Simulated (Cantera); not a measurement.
An isothermal, constant-pressure homogeneous reactor starts with 85.5 % N₂O, 14.5 % O₂, at 1298 K and 760 Torr.

Cantera simulation using GRI-Mech 3.0 (53 species, 325 reactions); the numbers are that mechanism's predictions, not measurements. GRI-Mech 3.0 was tuned for natural gas; its chemistry of N2O as a main component is partial and can be far from experiment. The mechanism lacks the step 2 NO + O2 → 2 NO2, which can matter for NO2 below about 1400 K. The temperature is held fixed by assumption; the heat of reaction is taken as removed at once.

x: mole fraction; the columns are a selection and need not sum to one.

```
t (s)       x N₂O   x O₂  x NO₂      x NO      x N₂
--------  -------  -----  -----  --------  --------
5.00e-5     0.855  0.145    ___   1.86e-5  0.000124
0.000117    0.854  0.145    ___   4.62e-5  0.000297
0.000272    0.854  0.146    ___  0.000110  0.000699
0.000633    0.852  0.146    ___  0.000259   0.00164
0.00148     0.849  0.147    ___  0.000605   0.00381
0.00344     0.841  0.149    ___   0.00140   0.00884
0.00802     0.823  0.153    ___   0.00321    0.0203
0.0187      0.784  0.163    ___   0.00718    0.0457
0.0436      0.703  0.183    ___    0.0153    0.0986
0.102       0.555  0.220    ___    0.0296     0.195
0.237       0.344  0.274    ___    0.0483     0.334
0.552       0.141  0.327    ___    0.0623     0.468
1.29       0.0298  0.359    ___    0.0657     0.545
3.00      0.00153  0.367    ___    0.0651     0.565
```

**Question.** Fill in the missing entries.

**Answer.** 
- 5.00e-5, x NO₂: 1.13e-9
- 0.000117, x NO₂: 6.89e-9
- 0.000272, x NO₂: 3.90e-8
- 0.000633, x NO₂: 2.08e-7
- 0.00148, x NO₂: 1.05e-6
- 0.00344, x NO₂: 4.82e-6
- 0.00802, x NO₂: 1.85e-5
- 0.0187, x NO₂: 5.55e-5
- 0.0436, x NO₂: 0.000134
- 0.102, x NO₂: 0.000273
- 0.237, x NO₂: 0.000457
- 0.552, x NO₂: 0.000602
- 1.29, x NO₂: 0.000675
- 3.00, x NO₂: 0.000868
